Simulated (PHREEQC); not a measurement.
A PHREEQC speciation (ion-association model, wateq4f.dat) at 70 °C gives pH 4.88 and these molalities:

```csv
species,mol/kgw
SO4-2,0.000960
Cu+2,0.000946
CuSO4,0.000137
H+,1.42e-5
Cu2(OH)2+2,8.24e-6
HSO4-,3.08e-6
CuOH+,5.79e-7
```

Question: What are the element totals, and what could have been dissolved in 1 kg of water to give them?

Answer: One answer among several that fit: totals Cu(2) 0.00110, S(6) 0.00110 mol/kgw, from 0.0011 mol/kgw CuSO4.

Precipitation was switched off in this run. Examples of supersaturated solids here: Tenorite (slow to form). Others may be too. Constants without temperature data keep their 25 °C values here.
